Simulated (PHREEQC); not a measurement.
A PHREEQC input (ion-association model, phreeqc.dat):

```
SOLUTION 1
  temp 15
  units mg/kgw
  pH 6.29 charge
  pe -0.5
  Na 377
  K 191
  Ca 260
  Mg 58.7
  Cl 213
  S(6) 823 as SO4
  Alkalinity 884 as HCO3
  B 8.46
  Mn(2) 3.12
  Si 52.9 as SiO2
END
USE solution 1
EQUILIBRIUM_PHASES 1
  Chalcedony 0 0
  Quartz 0 0.5
  CO2(g) -3.4 10
END
```

It stops with these messages:

```
ERROR: pH adustment cannot attain charge balance when alkalinity is fixed.
ERROR: Program terminating due to input errors.
```

The fault: pH asked from the charge balance while alkalinity is fixed. The line should read `pH 6.29` where the input has `pH 6.29 charge`. With the mend the run ends at pH 9.07 and ionic strength 0.0452 mol/kgw.
